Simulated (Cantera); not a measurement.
Input (Python, Cantera):

```python
import numpy as np
import cantera as ct

gas = ct.Solution("gri30.yaml")
gas.TPX = 1175, 15000, {'C2H4': 1, 'H2': 10}
reactor = ct.IdealGasConstPressureReactor(gas, energy="off", clone=False)
net = ct.ReactorNet([reactor])
net.rtol, net.atol = 1e-08, 1e-18
show = ['C2H4', 'H2', 'C2H6', 'CH4', 'C2H', 'CH2']
times = np.geomspace(5e-05, 90, 12)

steps = ct.SolutionArray(gas, extra=["t"])
rows = []
print(f"{'t/s':>10s}{'T/K':>9s}{'P/Pa':>11s}" + "".join(f"{s:>11s}" for s in show))
for t in times:
    while net.time < t:
        t_next = net.step()
        steps.append(gas.state, t=t_next)
    rows.append([np.interp(t, steps.t, y) for y in (steps.T, steps.P, *steps(*show).X.T)])
    print(f"{t:10.3e}{rows[-1][0]:9.1f}{rows[-1][1]:11.4g}" + "".join(f"{x:11.3e}" for x in rows[-1][2:]))
rate = np.gradient(steps.T, steps.t)
print("integrator steps:", len(steps.t))
if steps.T.max() > steps.T[0] + 200:
    print(f"time of steepest temperature rise: {steps.t[rate.argmax()]:.4e} s")
gas.TPX = 1175, 15000, {'C2H4': 1, 'H2': 10}
gas.equilibrate("TP")
print(f"equilibrium (TP): T = {gas.T:.1f} K  " + "  ".join(f"{s} {gas[s].X[0]:.3e}" for s in show))
```

Result:

```
       t/s      T/K       P/Pa       C2H4         H2       C2H6        CH4        C2H        CH2
 5.000e-05   1175.0    1.5e+04  9.091e-02  9.091e-01  3.792e-12  1.791e-17  4.345e-23  1.431e-18
 1.852e-04   1175.0    1.5e+04  9.091e-02  9.091e-01  4.786e-11  1.434e-15  6.181e-22  8.179e-18
 6.859e-04   1175.0    1.5e+04  9.091e-02  9.091e-01  6.310e-10  8.461e-14  8.551e-21  3.381e-17
 2.541e-03   1175.0    1.5e+04  9.091e-02  9.091e-01  8.593e-09  4.538e-12  1.188e-19  1.291e-16
 9.411e-03   1175.0    1.5e+04  9.091e-02  9.091e-01  1.193e-07  2.349e-10  1.715e-18  4.989e-16
 3.486e-02   1175.0    1.5e+04  9.089e-02  9.091e-01  2.064e-06  1.422e-08  3.949e-17  2.874e-15
 1.291e-01   1175.0    1.5e+04  9.041e-02  9.091e-01  2.637e-04  1.612e-05  5.050e-14  2.403e-13
 4.782e-01   1175.0    1.5e+04  7.817e-02  9.066e-01  2.035e-03  5.418e-03  6.695e-12  3.781e-12
 1.771e+00   1175.0    1.5e+04  5.812e-02  8.985e-01  1.501e-03  2.243e-02  1.431e-11  6.446e-12
 6.560e+00   1175.0    1.5e+04  4.430e-02  8.823e-01  1.133e-03  5.233e-02  1.083e-11  7.278e-12
 2.430e+01   1175.0    1.5e+04  3.164e-02  8.589e-01  7.986e-04  9.425e-02  5.095e-12  5.400e-12
 9.000e+01   1175.0    1.5e+04  1.851e-02  8.346e-01  4.576e-04  1.379e-01  1.828e-12  2.869e-12
integrator steps: 937
equilibrium (TP): T = 1175.0 K  C2H4 1.268e-03  H2 8.024e-01  C2H6 3.144e-05  CH4 1.957e-01  C2H 2.955e-14  CH2 2.223e-13
```

Computed with Cantera and GRI-Mech 3.0 (53 species, 325 reactions). GRI-Mech 3.0 was tuned for natural gas; its chemistry of ethylene as a main component is partial and can be far from experiment. GRI-Mech 3.0 stops at C3 and has no aromatics, soot or wall deposition, so with more carbon than oxygen in the feed, carbon stays in small species such as C2H2 where larger ones or solid carbon would form.
